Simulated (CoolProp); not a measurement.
A closed Brayton cycle with nitrogen: compressor inlet 326.15 K and 1.6 MPa, high pressure 5.24 MPa, turbine inlet 815 K, compressor efficiency 0.85, turbine efficiency 0.9, recuperator effectiveness 0.9 (on enthalpy, no pinch check). Each further row changes one setting.

Model: reference Helmholtz-energy equation of state, Span 2000, in CoolProp.

```tsv
case	thermal efficiency (%)	net work (kJ/kg)	compressor to turbine work	compressor exit (K)	turbine exit (K)
as stated	?	61.5	0.73	481.2	613.9
turbine inlet 765 K	21.4	47.5	0.77	481.2	574.6
compressor inlet 336.15 K	23.7	?	?	495.7	613.9
high pressure 4.45 MPa	?	60.6	?	456.7	638.4
recuperator effectiveness 0.5	20.7	61.5	0.73	481.2	613.9
```

**Question.** What belongs in the gaps?

**Answer.** 
- as stated, thermal efficiency (%): 25.6
- compressor inlet 336.15 K, net work (kJ/kg): 56.4
- compressor inlet 336.15 K, compressor to turbine work: 0.75
- high pressure 4.45 MPa, thermal efficiency (%): 27.8
- high pressure 4.45 MPa, compressor to turbine work: 0.69
